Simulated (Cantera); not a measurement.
Source: NASA polynomial tables (part measured, part estimated), evaluated in Cantera. Values are per mole of reaction as written; species without (g) are pure solids or liquids, kept so even where they would boil at 1 bar.

4 Li + O2(g) → 2 Li2O

```
T (K)  ΔH° (kJ)  ΔS° (J/K)  ΔG° (kJ)  log10 K
-----  --------  ---------  --------  -------
848     -1211.5     -279.2    -974.7    60.04
873           ?          ?         ?        ?
898           ?          ?         ?        ?
923     -1210.3     -277.9    -953.9    53.98
948     -1209.9     -277.4    -946.9    52.17
973     -1209.4     -276.8    -940.0    50.46
998     -1208.8     -276.3    -933.1    48.84
1023    -1207.6     -275.9    -925.3    47.25
```

Q: Complete the blanks.

A: 
- 873, ΔH° (kJ): -1211.2
- 873, ΔS° (J/K): -278.8
- 873, ΔG° (kJ): -967.8
- 873, log10 K: 57.90
- 898, ΔH° (kJ): -1210.8
- 898, ΔS° (J/K): -278.4
- 898, ΔG° (kJ): -960.8
- 898, log10 K: 55.89
